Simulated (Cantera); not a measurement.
**Thermodynamics of calcination and drying, feed Ca(OH)₂ + C + H₂O**

Charge: 1 mol Ca(OH)₂, 0.027 mol C, 0.022 mol H₂O, at 13300 Pa.

Method: chemical equilibrium by Gibbs-energy minimisation in Cantera with the NASA 1993 tables (ideal gas, pure condensed phases). Candidate condensed phases: C, C₆H₆, C₇H₈, C₈H₁₈, Ca, CaCO₃, CaO, Ca(OH)₂, H₂O; 115 gas species. The numbers say what is thermodynamically allowed, not how fast it happens.

At 375 °C the condensed part is CaCO₃(calcite) + CaO(s) + Ca(OH)₂(s). From 475 °C to 575 °C the condensed part is CaCO₃(calcite) + CaO(s). From 675 °C to 1675 °C the condensed part is CaO(s).

| T (°C) | x H₂O | x H₂ | x CO₂ | x CO | x CH₄ | x OH | x H | n CaCO₃(calcite) | n CaO(s) | n Ca(OH)₂(s) |
|---|---|---|---|---|---|---|---|---|---|---|
| 375 | 0.236 | 0.762 | 5.06e-6 | 1.03e-6 | 0.00257 | <1e-12 | <1e-12 | 0.0268 | 0.0213 | 0.952 |
| 475 | 0.947 | 0.0528 | 0.000381 | 3.42e-6 | 3.02e-9 | <1e-12 | <1e-12 | 0.0266 | 0.973 | 0 |
| 575 | 0.938 | 0.0521 | 0.0102 | 0.000183 | 2.32e-9 | <1e-12 | 1.19e-11 | 0.0163 | 0.984 | 0 |
| 675 | 0.924 | 0.0507 | 0.0250 | 0.000759 | 3.17e-10 | 8.53e-12 | 3.23e-10 | 0 | 1.00 | 0 |
| 775 | 0.924 | 0.0503 | 0.0246 | 0.00113 | 3.03e-11 | 2.74e-10 | 4.75e-9 | 0 | 1.00 | 0 |
| 875 | 0.924 | 0.0499 | 0.0242 | 0.00154 | 4.23e-12 | 4.85e-9 | 4.38e-8 | 0 | 1.00 | 0 |
| 975 | 0.925 | 0.0495 | 0.0238 | 0.00198 | <1e-12 | 5.43e-8 | 2.85e-7 | 0 | 1.00 | 0 |
| 1075 | 0.925 | 0.0491 | 0.0233 | 0.00242 | <1e-12 | 4.26e-7 | 1.40e-6 | 0 | 1.00 | 0 |
| 1175 | 0.926 | 0.0486 | 0.0229 | 0.00285 | <1e-12 | 2.52e-6 | 5.57e-6 | 0 | 1.00 | 0 |
| 1275 | 0.926 | 0.0482 | 0.0225 | 0.00326 | <1e-12 | 1.19e-5 | 1.85e-5 | 0 | 1.000 | 0 |
| 1375 | 0.926 | 0.0478 | 0.0221 | 0.00365 | <1e-12 | 4.64e-5 | 5.33e-5 | 0 | 1.000 | 0 |
| 1475 | 0.926 | 0.0475 | 0.0217 | 0.00402 | <1e-12 | 0.000155 | 0.000136 | 0 | 1.000 | 0 |
| 1575 | 0.926 | 0.0472 | 0.0214 | 0.00436 | <1e-12 | 0.000455 | 0.000315 | 0 | 1.000 | 0 |
| 1675 | 0.925 | 0.0472 | 0.0210 | 0.00471 | <1e-12 | 0.00119 | 0.000672 | 0 | 1.000 | 0 |
x: gas mole fraction; n: condensed amount in mol.
